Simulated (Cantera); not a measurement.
An adiabatic, constant-volume homogeneous reactor starts with C2H4 : O2 : N2 : H2O = 1 : 4.17 : 15.7 : 7.5 (molar parts), at 1150 K and 0.493 atm.

Computed with Cantera and GRI-Mech 3.0 (53 species, 325 reactions). GRI-Mech 3.0 was tuned for natural gas; its chemistry of ethylene as a main component is partial and can be far from experiment.

Problem. Predict: time of steepest temperature rise; temperature at 5.00 s; equilibrium temperature; x(O2) at 5.00 s; x(H2O) at 5.00 s; x(O) at 5.00 s; x(HO2) at 5.00 s.

Solution. 
```json
{
 "time_of_steepest_temperature_rise": "1.43 ms",
 "temperature at 5.00 s": "2371 K",
 "equilibrium_temperature": "2371 K",
 "x(O2) at 5.00 s": "0.0396 (gas-phase equilibrium 0.0396)",
 "x(H2O) at 5.00 s": "0.321 (gas-phase equilibrium 0.321)",
 "x(O) at 5.00 s": "0.00145 (gas-phase equilibrium 0.00145)",
 "x(HO2) at 5.00 s": "5.19e-6 (gas-phase equilibrium 5.19e-6)"
}
```
